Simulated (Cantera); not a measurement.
Input (Python, Cantera) and output of one run.

```python
import numpy as np
import cantera as ct

gas_names = """
    VO2 N2O N2
""".split()
cond_names = """
    V2O5(s) V2O5(L)
""".split()


# ... load() reads the species with a 1 bar reference pressure and builds the phases ...
species = {s.name: s for s in load("nasa_gas.yaml", gas_names) + load("nasa_condensed.yaml", cond_names)}
# Each term lists the table entries of one substance; the one whose range holds T is used.
reactions = {
    '2 VO2(g) + N2O(g) = N2(g) + V2O5':
        [(-2, ['VO2']), (-1, ['N2O']), (1, ['N2']), (1, ['V2O5(s)', 'V2O5(L)'])],
}


def pick(names, T):
    return next(species[n] for n in names if species[n].thermo.min_temp <= T <= species[n].thermo.max_temp)


results = []
for label, terms in reactions.items():
    print(label)
    print("     T/K   dH/kJ  dS/(J/K)   dG/kJ   log10 K")
    for T in [1500, 1600, 1700, 1800, 1900, 2000, 2100, 2200, 2300, 2400]:
        used = [(nu, pick(names, T)) for nu, names in terms]
        dH = sum(nu * s.thermo.h(T) for nu, s in used) / 1e6
        dS = sum(nu * s.thermo.s(T) for nu, s in used) / 1e3
        dG = dH - T * dS / 1e3
        logK = -dG * 1e6 / (ct.gas_constant * T * np.log(10))
        results.append((label, T, dH, dS, dG, logK, [s.name for _, s in used]))
        print(f"{T:8g} {dH:8.1f} {dS:8.1f} {dG:8.1f} {logK:8.2f}")
```

Output:

```
2 VO2(g) + N2O(g) = N2(g) + V2O5
     T/K   dH/kJ  dS/(J/K)   dG/kJ   log10 K
    1500  -1043.0   -284.0   -616.9    21.48
    1600  -1037.8   -280.7   -588.7    19.22
    1700  -1032.6   -277.5   -560.8    17.23
    1800  -1027.5   -274.6   -533.2    15.47
    1900  -1022.4   -271.9   -505.8    13.91
    2000  -1017.3   -269.3   -478.8    12.50
    2100  -1012.3   -266.8   -452.0    11.24
    2200  -1007.3   -264.5   -425.4    10.10
    2300  -1002.3   -262.3   -399.1     9.06
    2400   -997.4   -260.2   -373.0     8.12
```

Cantera with NASA thermochemical tables; ideal gases at 1 bar, condensed phases pure. Condensed species are held in their standard states even where they would react or evaporate.
